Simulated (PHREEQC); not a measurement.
Na2CO3 is added in steps, without added water, to 1 kg of water holding 2.2 mmol/kgw HCl, 1.3 mmol/kgw CuSO4 and 0.28 mmol/kgw Fe2(SO4)3, at 25 °C. Oxygen is held at 0.21 atm. No CO2 enters from the air. The run lets Hematite, Cu(OH)2, Malachite, Brochantite, Antlerite, Atacamite, Jarosite-Na, Halite, Mirabilite, Chalcanthite, Nahcolite, Natron precipitate or redissolve, and no other solid.

Base run: PHREEQC, ion-association model, wateq4f.dat. Each further column changes one thing. The table gives pH.

```json
[
 {"Na2CO3 added (mol)": "0", "base": "2.49", "HCl replaced by BaCl2 at the same molality": "2.81", "Fe2(SO4)3 left out": "2.72", "no solid may form": "2.70"},
 {"Na2CO3 added (mol)": "0.0013", "base": "2.98", "HCl replaced by BaCl2 at the same molality": "5.23", "Fe2(SO4)3 left out": "5.18", "no solid may form": "3.62"},
 {"Na2CO3 added (mol)": "0.0026", "base": "5.24", "HCl replaced by BaCl2 at the same molality": "6.28", "Fe2(SO4)3 left out": "5.85", "no solid may form": "(withheld)"},
 {"Na2CO3 added (mol)": "0.00455", "base": "6.62", "HCl replaced by BaCl2 at the same molality": "9.57", "Fe2(SO4)3 left out": "9.19", "no solid may form": "7.15"},
 {"Na2CO3 added (mol)": "0.00585", "base": "8.27", "HCl replaced by BaCl2 at the same molality": "9.70", "Fe2(SO4)3 left out": "9.68", "no solid may form": "(withheld)"},
 {"Na2CO3 added (mol)": "0.00715", "base": "9.50", "HCl replaced by BaCl2 at the same molality": "(withheld)", "Fe2(SO4)3 left out": "9.78", "no solid may form": "8.98"},
 {"Na2CO3 added (mol)": "0.00845", "base": "9.77", "HCl replaced by BaCl2 at the same molality": "(withheld)", "Fe2(SO4)3 left out": "9.95", "no solid may form": "9.45"},
 {"Na2CO3 added (mol)": "0.0104", "base": "9.86", "HCl replaced by BaCl2 at the same molality": "10.17", "Fe2(SO4)3 left out": "10.10", "no solid may form": "9.75"},
 {"Na2CO3 added (mol)": "0.0117", "base": "9.94", "HCl replaced by BaCl2 at the same molality": "10.24", "Fe2(SO4)3 left out": "(withheld)", "no solid may form": "9.87"},
 {"Na2CO3 added (mol)": "0.013", "base": "10.02", "HCl replaced by BaCl2 at the same molality": "10.29", "Fe2(SO4)3 left out": "10.24", "no solid may form": "9.96"}
]
```

Q: Fill in the missing entries.

A: 
- 0.0026, no solid may form: 6.26
- 0.00585, no solid may form: 7.95
- 0.00715, HCl replaced by BaCl2 at the same molality: 9.89
- 0.00845, HCl replaced by BaCl2 at the same molality: 10.03
- 0.0117, Fe2(SO4)3 left out: 10.18

The database's constant for dissolved Cu(OH)2 is higher than later reviews accept. In at least one series the solution becomes supersaturated in solids that the run did not let form, among them Hematite, Cu(OH)2, Malachite, Brochantite, Antlerite. Solids allowed in the column 'HCl replaced by BaCl2 at the same molality': Barite, Hematite, Witherite, Cu(OH)2, Malachite, Brochantite, Antlerite, Atacamite, Jarosite-Na, Halite, Mirabilite, Chalcanthite, Nahcolite, Natron. Solids allowed in the column 'Fe2(SO4)3 left out': Cu(OH)2, Malachite, Brochantite, Antlerite, Atacamite, Halite, Mirabilite, Chalcanthite, Nahcolite, Natron.
